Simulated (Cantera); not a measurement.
# Boron, boron nitride and boron oxide: B₂O₃ + H₂O

A closed system holds: 1 mol B₂O₃, 0.43 mol H₂O, at 1752 °C and 13300 Pa.

Equilibrium computed with Cantera from the NASA thermochemical tables; the gas is ideal and each condensed phase is pure. Candidate condensed phases: B, B₂O₃, B₃O₃H₃, H₂O; 23 gas species. Equilibrium is a limit: real reactors are often held back by kinetics, nucleation or transport.

| Quantity | Value |
|---|---|
| x(HBO₂) | 0.512 |
| x(B₂O₃) | 0.406 |
| x(H₂O) | 0.0702 |
| x(BO₂) | 0.00574 |
| x(H₂) | 0.00353 |
| x(OH) | 0.000651 |
| x(O₂) | 0.000359 |
| x(H) | 0.000313 |
| x(BO) | 0.000196 |
| n(B₂O₃(l)) | 0.134 mol |
| gas amount | 1.301 mol |
| log10 activity of B(s) (absent) | -7.13 |
